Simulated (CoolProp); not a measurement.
Vapour-liquid equilibrium of carbon dioxide (1) + n-perfluorobutane (2) at -32.65 °C; x and y are mole fractions of (1).

Model: multi-fluid Helmholtz-energy mixture model, Span 1996 and Gao 2022; pair parameters Bell 2016, in CoolProp.

```json
[
 {"x": "0.05", "bubble pressure (kPa)": "117.1", "y at the bubble point": "0.795", "dew pressure at overall composition x (kPa)": "25.59", "liquid density (mol/L)": "7.451"},
 {"x": "0.2", "bubble pressure (kPa)": "436.0", "y at the bubble point": "0.947", "dew pressure at overall composition x (kPa)": "30.40", "liquid density (mol/L)": "8.474"},
 {"x": "0.35", "bubble pressure (kPa)": "693.7", "y at the bubble point": "0.968", "dew pressure at overall composition x (kPa)": "37.41", "liquid density (mol/L)": "9.749"},
 {"x": "0.5", "bubble pressure (kPa)": "847.6", "y at the bubble point": "0.976", "dew pressure at overall composition x (kPa)": "48.57", "liquid density (mol/L)": "11.40"},
 {"x": "0.65", "bubble pressure (kPa)": "949.8", "y at the bubble point": "0.980", "dew pressure at overall composition x (kPa)": "69.15", "liquid density (mol/L)": "13.64"},
 {"x": "0.8", "bubble pressure (kPa)": "1065", "y at the bubble point": "0.986", "dew pressure at overall composition x (kPa)": "120.1", "liquid density (mol/L)": "16.90"},
 {"x": "0.95", "bubble pressure (kPa)": "1235", "y at the bubble point": "0.996", "dew pressure at overall composition x (kPa)": "460.1", "liquid density (mol/L)": "22.16"}
]
```

No azeotrope shows between x = 0.05 and 0.95.

The pair parameters rest on a limited set of measurements; away from them the model extrapolates. The gap from Raoult's law changes sign with composition, which may be real or a fault of the pair parameters; it wasn't checked against measurements. With so large a gap from Raoult's law the liquid may split in two, which this calculation doesn't test in full.
